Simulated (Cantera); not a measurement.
A Cantera script and its output.

```python
import numpy as np
import cantera as ct

surf = ct.Interface("ptcombust.yaml", "Pt_surf")
gas = surf.adjacent["gas"]
gas.TPX = 950, 110000, {'CH4': 0.0043, 'O2': 0.025, 'N2': 0.79, 'H2O': 0.017}
surf.TP = 950, 110000
reactor = ct.FlowReactor(gas, clone=False)
reactor.area = 0.0001  # m2
reactor.surface_area_to_volume_ratio = 590  # 1/m
reactor.mass_flow_rate = 0.18 * reactor.area * gas.density  # inlet velocity 0.18 m/s
reactor.energy_enabled = False
wall = ct.ReactorSurface(surf, reactor, clone=False)
net = ct.ReactorNet([reactor])
net.rtol, net.atol = 1e-8, 1e-16
show, cover = ['CH4', 'O2', 'H2O', 'CO2', 'CO'], ['PT(S)', 'H(S)', 'O(S)', 'OH(S)', 'CO(S)', 'C(S)']

rows = []
print(f"{'z/m':>9s}{'u/(m/s)':>9s}" + "".join(f"{s:>13s}" for s in show + cover))
for z in [0.00092, 0.0015, 0.0026, 0.0043, 0.0071, 0.012, 0.02, 0.033, 0.055, 0.092]:
    net.advance(z)
    rows.append([reactor.speed, *gas[show].X, *surf[cover].coverages])
    print(f"{z:9.4g}{rows[-1][0]:9.3g}" + "".join(f"{x:13.4e}" for x in rows[-1][1:]))
```

Output:

```
      z/m  u/(m/s)          CH4           O2          H2O          CO2           CO        PT(S)         H(S)         O(S)        OH(S)        CO(S)         C(S)
  0.00092     0.18   4.1475e-03   2.7912e-02   2.2311e-02   9.8897e-04   1.8710e-06   2.0337e-01   3.4899e-07   7.9321e-01   3.4082e-03   1.1506e-05   5.5013e-08
   0.0015     0.18   3.6093e-03   2.6839e-02   2.3384e-02   1.5254e-03   1.6359e-06   2.0500e-01   3.6189e-07   7.9148e-01   3.4989e-03   1.0221e-05   4.8869e-08
   0.0026     0.18   2.7542e-03   2.5135e-02   2.5089e-02   2.3771e-03   1.2582e-06   2.0772e-01   3.8288e-07   7.8862e-01   3.6408e-03   8.0697e-06   3.8581e-08
   0.0043     0.18   1.7871e-03   2.3209e-02   2.7016e-02   3.3398e-03   8.2431e-07   2.1102e-01   4.0751e-07   7.8517e-01   3.7987e-03   5.4530e-06   2.6069e-08
   0.0071     0.18   8.5208e-04   2.1348e-02   2.8878e-02   4.2695e-03   3.9760e-07   2.1444e-01   4.3243e-07   7.8160e-01   3.9494e-03   2.7110e-06   1.2958e-08
    0.012     0.18   2.2305e-04   2.0096e-02   3.0131e-02   4.8946e-03   1.0621e-07   2.1690e-01   4.4995e-07   7.7904e-01   4.0500e-03   7.3176e-07   3.4935e-09
     0.02     0.18   2.4114e-05   1.9699e-02   3.0528e-02   5.0928e-03   1.3259e-08   2.1771e-01   4.5566e-07   7.7820e-01   4.0819e-03   8.0963e-08   3.8135e-10
    0.033     0.18   6.3860e-07   1.9650e-02   3.0577e-02   5.1173e-03   1.7508e-09   2.1781e-01   4.5637e-07   7.7809e-01   4.0859e-03   3.0137e-09   1.0111e-11
    0.055     0.18   1.3700e-09   1.9646e-02   3.0582e-02   5.1192e-03   8.8332e-10   2.1782e-01   4.5643e-07   7.7808e-01   4.0862e-03   5.5144e-10   2.1694e-14
    0.092     0.18   4.9429e-12   1.9643e-02   3.0586e-02   5.1206e-03   6.1980e-10   2.1783e-01   4.5648e-07   7.7808e-01   4.0865e-03   3.8406e-10   7.8283e-17
```

Cantera simulation using Deutschmann's 1995 Pt surface mechanism with GRI-Mech 3.0 gas chemistry; the numbers are that mechanism's predictions, not measurements. Catalytic surfaces can have several steady states; this one follows from the mechanism file's or the stated starting coverage. Mass transfer to the wall is taken as infinitely fast.
